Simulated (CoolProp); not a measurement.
The numbers come from the reference Helmholtz-energy equation of state, Lemmon 2006 in CoolProp. It is a short technical equation, of lower accuracy than the large ones.

For nitrous oxide, give the phase and the speed of sound (m/s), fugacity coefficient at 48.35 °C and 3.22 MPa.


- 48.35 °C and 3.22 MPa: gas; speed of sound 253, fugacity coefficient 0.867
